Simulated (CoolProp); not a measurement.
Acetone along the isotherm 247.15 °C: fugacity coefficient from the reference equation and from simpler models built on Tc = 235.0 °C, pc = 46.92 bar, ω = 0.307; each cubic takes its own stable root.

Computed with CoolProp (reference Helmholtz-energy equation of state, Lemmon 2006). It is a short technical equation, of lower accuracy than the large ones.

```csv
p (bar),phase,reference
0.371,gas,0.9971
0.545,gas,0.9958
0.799,gas,0.9938
1.17,gas,0.9910
1.72,gas,0.9867
2.53,gas,0.9805
3.71,gas,0.9715
5.45,gas,0.9583
7.99,gas,0.9392
11.7,gas,0.9117
17.2,gas,0.8716
25.3,gas,0.8140
37.1,gas,0.7323
54.5,supercritical,0.6106
79.9,supercritical,0.4551
117,supercritical,0.3454
```

Problem. How far does each simpler model (Soave-Redlich-Kwong, Peng-Robinson) lie from the reference over these 16 states: mean and median of the absolute difference, and the worst?

Solution. 
- Soave-Redlich-Kwong: mean 2.6 %, median 0.7 %, worst +14.0 % at 247.15 °C and 117 bar
- Peng-Robinson: mean 1.0 %, median 0.2 %, worst +7.1 % at 247.15 °C and 117 bar
